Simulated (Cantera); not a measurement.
Cantera run:

```python
import numpy as np
import cantera as ct

gas_names = """
    H H2 H2S Pb PbS Pb2 S SH S2 S8
""".split()
cond_names = """
    Pb(cr) Pb(L) PbS(s) PbS(L) S(cr1) S(cr2) S(L)
""".split()


# ... load() reads the species with a 1 bar reference pressure and builds the phases ...
atoms = {
    'Pb': {'Pb': 1},
    'H2S': {'H': 2, 'S': 1},
    'H2': {'H': 2},
}
top_T = {}  # K; cautious upper limits of use, not melting points


# ... equilibrate(T, P, feed) seeds the gas with the atoms and calls Mixture.equilibrate('TP', solver="vcs", rtol=1e-11, max_steps=5000) ...
results = []
feed = {'Pb': 1, 'H2S': 0.016, 'H2': 170}  # mol
T = 1625  # K
P = 1000  # Pa
mix = equilibrate(T, P, feed)
results.append((T, P, feed, dict(zip(mix.species_names, mix.species_moles))))
x = sorted(zip(gas.X, gas.species_names), reverse=True)
print(f"T = {T:g} K  P = {P:g} Pa  gas = {mix.phase_moles(0):.4g} mol")
print("   x: " + "  ".join(f"{s} {v:.3e}" for v, s in x if v > 0.0001))
print("   condensed (mol): " + ("  ".join(f"{mix.phase(i).name} {mix.phase_moles(i):.4g}"
      for i in range(1, mix.n_phases) if mix.phase_moles(i) > 1e-12) or "none"))
```

It prints:

```
T = 1625 K  P = 1000 Pa  gas = 171.1 mol
   x: H2 9.934e-01  Pb 5.826e-03  H 7.032e-04
   condensed (mol): none
```

Equilibrium computed with Cantera from the NASA thermochemical tables; the gas is ideal and each condensed phase is pure.
